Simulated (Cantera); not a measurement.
What does this Cantera script print?

```python
import numpy as np
import cantera as ct

gas_names = """
    C CH CH2 CH3 CH2OH CH3O CH4 CH3OH CN CO CO2 COOH C2 C2H CHCO,ketyl C2H2,acetylene C2H2,vinylidene
    CH2CO,ketene C2H3,vinyl CH3CN CH3CO,acetyl C2H4 C2H4O,ethylen CH3CHO,ethanal CH3COOH (HCOOH)2 C2H5
    C2H6 CH3OCH3 C2H5OH CCN CNC C2N2 C2O C3 C3H3,propargyl C3H4,allene C3H4,propyne C3H4,cyclo-
    C3H5,allyl C3H6,propylene C3H6,cyclo- C3H6O C3H7,n-propyl C3H7,i-propyl C3H8 C3H8O,1propanol
    C3H8O,2propanol C3O2 C4 C4H2 C4H4,1,3-cyclo- C4H6,butadiene C4H6,2-butyne C4H6,cyclo- C4H8,1-butene
    C4H8,cis2-buten C4H8,tr2-butene C4H8,isobutene C4H8,cyclo- (CH3COOH)2 C4H9,n-butyl C4H9,i-butyl
    C4H9,s-butyl C4H9,t-butyl C4H10,isobutane C4H10,n-butane C4N2 C5 C5H6,1,3cyclo- C5H8,cyclo-
    C5H10,1-pentene C5H10,cyclo- C5H11,pentyl C5H11,t-pentyl C5H12,n-pentane C5H12,i-pentane
    CH3C(CH3)2CH3 C6H2 C6H5,phenyl C6H5O,phenoxy C6H6 C6H5OH,phenol C6H10,cyclo- C6H12,1-hexene
    C6H12,cyclo- C6H13,n-hexyl C7H7,benzyl C7H8 C7H8O,cresol C7H14,1-heptene C7H15,n-heptyl
    C7H16,n-heptane C8H8,styrene C8H10,ethylbenz C8H16,1-octene C8H17,n-octyl C8H18,isooctane
    C8H18,n-octane C9H19,n-nonyl C10H8,naphthale C10H21,n-decyl C12H9,o-bipheny C12H10,bipheny H HCN HCO
    HCCN HNC HNCO HNO HNO2 HNO3 HO2 H2 HCHO,formaldehy HCOOH H2O H2O2 N NCO NH NH2 NH3 NH2OH NO NO2 NO3
    N2 N2H2 N2H4 N2O O OH O2 O3
""".split()
cond_names = """
    C(gr) C6H6(L) C7H8(L) C8H18(L),n-octa H2O(s) H2O(L)
""".split()


def load(file, names, dense=False):
    # The tables refer to 1 bar. Condensed volumes are neglected.
    table = {s.name: s for s in ct.Species.list_from_file(file)}
    out = []
    for n in names:
        d = dict(table[n].input_data)
        d["thermo"] = dict(d["thermo"], **{"reference-pressure": 1e5})
        if dense:
            d["equation-of-state"] = {"model": "constant-volume", "density": "1e6 g/cm^3"}
        out.append(ct.Species.from_dict(d))
    return out


gas = ct.Solution(thermo="ideal-gas", species=load("nasa_gas.yaml", gas_names))
cond = {s.name: ct.Solution(thermo="fixed-stoichiometry", species=[s], name=s.name)
        for s in load("nasa_condensed.yaml", cond_names, dense=True)}
atoms = {
    'C2H5OH': {'C': 2, 'H': 6, 'O': 1},
    'NH3': {'N': 1, 'H': 3},
    'H2': {'H': 2},
}
top_T = {'C(gr)': 4500}  # K; cautious upper limits of use, not melting points


def equilibrate(T, P, feed):
    n = {}
    for name, mol in feed.items():
        for a, k in atoms[name].items():
            n[a] = n.get(a, 0.0) + k * mol
    gas.TPX = T, P, n
    mass = sum(n.values()) * gas.mean_molecular_weight
    gas.equilibrate("TP")
    valid = [c for c in cond.values() if c.min_temp <= T <= top_T.get(c.name, c.max_temp)]
    mix = ct.Mixture([(gas, mass / gas.mean_molecular_weight)] + [(c, 0.0) for c in valid])
    mix.T, mix.P = T, P
    mix.equilibrate("TP", solver="vcs", rtol=1e-11, max_steps=5000)
    return mix


results = []
feed = {'C2H5OH': 1, 'NH3': 1.8, 'H2': 2.5}  # mol
P = 5000000  # Pa
for T in [773, 823, 873, 923, 973, 1023, 1073, 1123]:
    mix = equilibrate(T, P, feed)
    results.append((T, P, feed, dict(zip(mix.species_names, mix.species_moles))))

top = {s: max(r[3][s] / sum(r[3][g] for g in gas_names) for r in results) for s in gas_names}
cols = sorted((s for s in top if top[s] > 1e-06), key=lambda s: -top[s])[:6]
seen = [c for c in cond_names if any(r[3].get(c, 0) > 1e-12 for r in results)]
print("log10 of partial pressures in bar; condensed amounts in mol")
print(f"{'T/K':>10s}" + "".join(f"{s[:9]:>10s}" for s in cols + seen))
for T, P, feed, n in results:
    ng = sum(n[g] for g in gas_names)
    print(f"{T:10.4g}" + "".join(f"{np.log10(max(n[s] / ng * P / 1e5, 1e-99)):10.3f}" for s in cols)
          + "".join(f"{n.get(c, 0):10.4g}" for c in seen))
```

Output:

```
log10 of partial pressures in bar; condensed amounts in mol
       T/K        H2       CH4       H2O        N2        CO       NH3
       773     1.333     1.157     0.856     0.776    -3.990    -0.015
       823     1.341     1.154     0.853     0.786    -3.107    -0.219
       873     1.345     1.152     0.850     0.792    -2.315    -0.405
       923     1.349     1.149     0.846     0.794    -1.609    -0.574
       973     1.356     1.143     0.834     0.794    -0.994    -0.724
      1023     1.370     1.128     0.805     0.791    -0.489    -0.850
      1073     1.392     1.100     0.749     0.782    -0.104    -0.952
      1123     1.420     1.057     0.663     0.768     0.173    -1.038
```

These are equilibrium values from Cantera (NASA tables, ideal gas, pure condensed phases), not measurements of a reactor. The ideal-gas law is rough above about 30 bar.
